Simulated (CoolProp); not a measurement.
Vapour-liquid equilibrium of R1234yf (1) + R152A (2) at 179.6 K; x and y are mole fractions of (1).

Values from CoolProp's multi-fluid Helmholtz-energy mixture model, Lemmon 2022 and Outcalt 1996; pair parameters Bell 2023.

```json
[
 {"x": "0.05", "bubble pressure, mixture model (MPa)": "0.001177", "bubble pressure, Raoult's law (MPa)": "0.001132", "y, mixture model": "0.112", "y, Raoult's law": "0.078"},
 {"x": "0.125", "bubble pressure, mixture model (MPa)": "0.001276", "bubble pressure, Raoult's law (MPa)": "0.001182", "y, mixture model": "0.239", "y, Raoult's law": "0.187"},
 {"x": "0.2", "bubble pressure, mixture model (MPa)": "0.001355", "bubble pressure, Raoult's law (MPa)": "0.001232", "y, mixture model": "0.336", "y, Raoult's law": "0.287"},
 {"x": "0.275", "bubble pressure, mixture model (MPa)": "0.001421", "bubble pressure, Raoult's law (MPa)": "0.001282", "y, mixture model": "0.416", "y, Raoult's law": "0.379"},
 {"x": "0.35", "bubble pressure, mixture model (MPa)": "0.001476", "bubble pressure, Raoult's law (MPa)": "0.001332", "y, mixture model": "0.484", "y, Raoult's law": "0.464"},
 {"x": "0.425", "bubble pressure, mixture model (MPa)": "0.001524", "bubble pressure, Raoult's law (MPa)": "0.001382", "y, mixture model": "0.546", "y, Raoult's law": "0.543"},
 {"x": "0.5", "bubble pressure, mixture model (MPa)": "0.001566", "bubble pressure, Raoult's law (MPa)": "0.001432", "y, mixture model": "0.605", "y, Raoult's law": "0.616"},
 {"x": "0.575", "bubble pressure, mixture model (MPa)": "0.001603", "bubble pressure, Raoult's law (MPa)": "0.001482", "y, mixture model": "0.662", "y, Raoult's law": "0.685"},
 {"x": "0.65", "bubble pressure, mixture model (MPa)": "0.001637", "bubble pressure, Raoult's law (MPa)": "0.001532", "y, mixture model": "0.719", "y, Raoult's law": "0.749"},
 {"x": "0.725", "bubble pressure, mixture model (MPa)": "0.001668", "bubble pressure, Raoult's law (MPa)": "0.001582", "y, mixture model": "0.777", "y, Raoult's law": "0.809"},
 {"x": "0.8", "bubble pressure, mixture model (MPa)": "0.001697", "bubble pressure, Raoult's law (MPa)": "0.001632", "y, mixture model": "0.837", "y, Raoult's law": "0.865"},
 {"x": "0.875", "bubble pressure, mixture model (MPa)": "0.001723", "bubble pressure, Raoult's law (MPa)": "0.001682", "y, mixture model": "0.897", "y, Raoult's law": "0.918"},
 {"x": "0.95", "bubble pressure, mixture model (MPa)": "0.001749", "bubble pressure, Raoult's law (MPa)": "0.001731", "y, mixture model": "0.959", "y, Raoult's law": "0.968"}
]
```

The largest gap from Raoult's law is +10.8 % in bubble pressure, at x = 0.275. No azeotrope shows between x = 0.05 and 0.95.

Pair parameters are fitted to limited data, so mixtures are less certain than the pure fluids.
